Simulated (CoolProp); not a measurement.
Properties of propylene along the isotherm 452 K.

Computed with CoolProp (reference Helmholtz-energy equation of state, Lemmon 2013).

```json
[
 {"p (MPa)": "1.52", "phase": "gas", "density (kg/m³)": "18.07", "expansivity (1/kK)": "?", "fugacity coefficient": "?"},
 {"p (MPa)": "3.04", "phase": "gas", "density (kg/m³)": "38.58", "expansivity (1/kK)": "3.338", "fugacity coefficient": "0.8903"},
 {"p (MPa)": "4.55", "phase": "gas", "density (kg/m³)": "61.99", "expansivity (1/kK)": "4.180", "fugacity coefficient": "0.8394"},
 {"p (MPa)": "6.07", "phase": "supercritical", "density (kg/m³)": "89.34", "expansivity (1/kK)": "5.292", "fugacity coefficient": "0.7908"},
 {"p (MPa)": "7.59", "phase": "supercritical", "density (kg/m³)": "121.1", "expansivity (1/kK)": "6.635", "fugacity coefficient": "0.7448"},
 {"p (MPa)": "9.11", "phase": "supercritical", "density (kg/m³)": "156.9", "expansivity (1/kK)": "7.877", "fugacity coefficient": "0.7020"},
 {"p (MPa)": "10.6", "phase": "supercritical", "density (kg/m³)": "193.4", "expansivity (1/kK)": "8.412", "fugacity coefficient": "0.6638"},
 {"p (MPa)": "12.1", "phase": "supercritical", "density (kg/m³)": "227.5", "expansivity (1/kK)": "8.088", "fugacity coefficient": "0.6298"},
 {"p (MPa)": "13.7", "phase": "supercritical", "density (kg/m³)": "258.4", "expansivity (1/kK)": "7.241", "fugacity coefficient": "0.5988"},
 {"p (MPa)": "15.2", "phase": "supercritical", "density (kg/m³)": "282.3", "expansivity (1/kK)": "6.393", "fugacity coefficient": "0.5743"},
 {"p (MPa)": "16.7", "phase": "supercritical", "density (kg/m³)": "?", "expansivity (1/kK)": "5.652", "fugacity coefficient": "0.5536"},
 {"p (MPa)": "18.2", "phase": "supercritical", "density (kg/m³)": "318.6", "expansivity (1/kK)": "5.044", "fugacity coefficient": "0.5362"},
 {"p (MPa)": "19.7", "phase": "supercritical", "density (kg/m³)": "332.7", "expansivity (1/kK)": "4.550", "fugacity coefficient": "?"},
 {"p (MPa)": "21.3", "phase": "supercritical", "density (kg/m³)": "345.7", "expansivity (1/kK)": "?", "fugacity coefficient": "0.5086"},
 {"p (MPa)": "22.8", "phase": "supercritical", "density (kg/m³)": "356.4", "expansivity (1/kK)": "3.799", "fugacity coefficient": "0.4984"}
]
```

Q: What belongs in the gaps?

A: 
- 1.52, expansivity (1/kK): 2.698
- 1.52, fugacity coefficient: 0.9439
- 16.7, density (kg/m³): 302.0
- 19.7, fugacity coefficient: 0.5216
- 21.3, expansivity (1/kK): 4.125
